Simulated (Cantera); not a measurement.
An adiabatic, constant-pressure homogeneous reactor starts with 1.70 % CH4, 8.11 % O2, 81.1 % N2, 9.04 % H2O, at 1100 K and 16.0 bar.

Detailed kinetics in Cantera: GRI-Mech 3.0 (53 species, 325 reactions). The pressure lies above the range GRI-Mech 3.0 was tuned for (to about 10 atm).

x: mole fraction; the columns are a selection and need not sum to one.

| t (s) | T (K) | x CH4 | x O2 | x H2O | x O | x C2H6 | x NO | x H2 |
|---|---|---|---|---|---|---|---|---|
| 6.00e-6 | 1100 | 0.0170 | 0.0811 | 0.0904 | <1e-12 | <1e-12 | <1e-12 | <1e-12 |
| 1.48e-5 | 1100 | 0.0170 | 0.0811 | 0.0904 | <1e-12 | <1e-12 | <1e-12 | <1e-12 |
| 3.64e-5 | 1100 | 0.0170 | 0.0811 | 0.0904 | 1.05e-12 | <1e-12 | <1e-12 | 4.08e-12 |
| 8.97e-5 | 1100 | 0.0170 | 0.0811 | 0.0904 | 2.71e-12 | 8.77e-12 | <1e-12 | 2.41e-11 |
| 0.000221 | 1100 | 0.0170 | 0.0811 | 0.0904 | 7.57e-12 | 1.56e-10 | <1e-12 | 1.60e-10 |
| 0.000545 | 1100 | 0.0170 | 0.0811 | 0.0904 | 2.46e-11 | 3.58e-9 | <1e-12 | 1.29e-9 |
| 0.00134 | 1100 | 0.0170 | 0.0811 | 0.0904 | 8.11e-11 | … | <1e-12 | … |
| 0.00331 | 1100 | 0.0170 | 0.0811 | 0.0904 | 1.62e-10 | 1.08e-6 | <1e-12 | 1.31e-7 |
| 0.00814 | 1100 | 0.0170 | 0.0811 | 0.0904 | 3.66e-10 | … | <1e-12 | … |
| 0.0201 | 1164 | 0.0116 | 0.0741 | 0.0986 | 1.09e-7 | 0.000135 | <1e-12 | 0.000468 |
| 0.0494 | 1481 | <1e-12 | 0.0470 | 0.124 | 1.70e-7 | <1e-12 | 1.53e-8 | 2.11e-7 |
| 0.122 | 1481 | <1e-12 | 0.0470 | 0.124 | 1.70e-7 | <1e-12 | 2.23e-8 | 2.11e-7 |
| 0.300 | 1481 | <1e-12 | 0.0470 | 0.124 | 1.70e-7 | <1e-12 | 3.94e-8 | 2.11e-7 |

**Question.** What belongs in the gaps?

**Answer.** 
- 0.00134, x C2H6: 9.32e-8
- 0.00134, x H2: 1.38e-8
- 0.00814, x C2H6: 7.17e-6
- 0.00814, x H2: 1.13e-6
